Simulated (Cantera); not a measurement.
An isothermal, constant-pressure homogeneous reactor starts with H2 : O2 : N2 = 0.86 : 1 : 1.2 (molar parts), equivalence ratio 0.43, at 923 K and 13000 Pa. Integrator tolerance rtol = 1e-08.

Cantera simulation using GRI-Mech 3.0 (53 species, 325 reactions); the numbers are that mechanism's predictions, not measurements. Radical loss at walls, strong at low pressure, is not modelled. Below about 950 K walls govern HO2 and H2O2 in real vessels. The temperature is held fixed by assumption; the heat of reaction is taken as removed at once.

Question: What does this change do: pressure from 13000 Pa to 100000 Pa?

Answer: 
```tsv
quantity	before	after
x(H2) at 1.00 s	0.000919 (gas-phase equilibrium 1.43e-11)	0.0970 (gas-phase equilibrium 5.15e-12)
x(O2) at 1.00 s	0.217 (gas-phase equilibrium 0.217)	0.254 (gas-phase equilibrium 0.217)
x(O) at 1.00 s	3.67e-7 (gas-phase equilibrium 1.62e-11)	6.27e-8 (gas-phase equilibrium 5.85e-12)
x(OH) at 1.00 s	8.44e-7 (gas-phase equilibrium 6.86e-8)	1.02e-7 (gas-phase equilibrium 4.12e-8)
x(H) at 1.00 s	5.28e-8 (gas-phase equilibrium <1e-12)	1.47e-7 (gas-phase equilibrium <1e-12)
x(H2O2) at 1.00 s	2.25e-5 (gas-phase equilibrium 5.32e-11)	0.00137 (gas-phase equilibrium 1.48e-10)
```
